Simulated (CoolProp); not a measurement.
Vapour-liquid equilibrium of octamethyltrisiloxane (MDM) (1) + octamethylcyclotetrasiloxane (D4) (2) at 109.25 °C; x and y are mole fractions of (1).

The numbers come from the multi-fluid Helmholtz-energy mixture model, Thol 2017 and Thol 2015; pair parameters Bell 2016 in CoolProp.

Task: Give the bubble pressure and the first vapour's composition at x = 0.5, 0.8, 0.95. Is there an azeotrope?

Result: x = 0.5: 20.28 kPa, y = 0.678; x = 0.8: 24.68 kPa, y = 0.893; x = 0.95: 26.95 kPa, y = 0.976. No azeotrope shows between x = 0.05 and 0.95.

The pair parameters rest on a limited set of measurements; away from them the model extrapolates.
